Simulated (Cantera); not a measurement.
## Stirred combustor or abatement burner

A perfectly stirred reactor is fed with CH₄ : O₂ : N₂ : CO₂ = 1 : 2 : 9.7 : 0.26 (molar parts), equivalence ratio 1.0, at 1.80 bar; it is adiabatic with a 400 K inlet, and is followed from long to short residence time, starting on the burning branch (τ in s: 0.093, 0.042, 0.019, 0.0087, 0.004, 0.0018, 0.00082, 0.00037, 0.00017, 7.7e-05, 3.5e-05, 1.6e-05, 7.3e-06).

Computed with Cantera and GRI-Mech 3.0 (53 species, 325 reactions).

```csv
τ (s),T (K),x CH₄,x O₂,x CO₂,x H₂O₂,x HCN,x OH,x HO₂
0.093,2008,6.67e-6,0.00347,0.0910,4.99e-8,3.24e-7,0.00142,5.01e-7
0.042,1994,1.12e-5,0.00428,0.0896,6.86e-8,4.51e-7,0.00170,7.80e-7
0.019,1976,1.87e-5,0.00532,0.0879,9.49e-8,6.20e-7,0.00205,1.23e-6
0.0087,1953,3.13e-5,0.00660,0.0858,1.30e-7,8.32e-7,0.00245,1.93e-6
0.0040,1925,5.32e-5,0.00816,0.0834,1.78e-7,1.08e-6,0.00288,2.97e-6
0.0018,1889,9.47e-5,0.0101,0.0804,2.44e-7,1.38e-6,0.00331,4.55e-6
0.00082,1847,0.000176,0.0124,0.0769,3.31e-7,1.73e-6,0.00364,6.86e-6
0.00037,1795,0.000359,0.0156,0.0723,4.48e-7,2.21e-6,0.00375,1.06e-5
0.00017,1725,0.000906,0.0210,0.0650,5.90e-7,3.02e-6,0.00324,1.86e-5
7.7e-5,400,0.0772,0.154,0.0201,<1e-12,<1e-12,<1e-12,<1e-12
3.5e-5,400,0.0772,0.154,0.0201,<1e-12,<1e-12,<1e-12,<1e-12
1.6e-5,400,0.0772,0.154,0.0201,<1e-12,<1e-12,<1e-12,<1e-12
7.3e-6,400,0.0772,0.154,0.0201,<1e-12,<1e-12,<1e-12,<1e-12
```
x: mole fraction; the columns are a selection and need not sum to one.
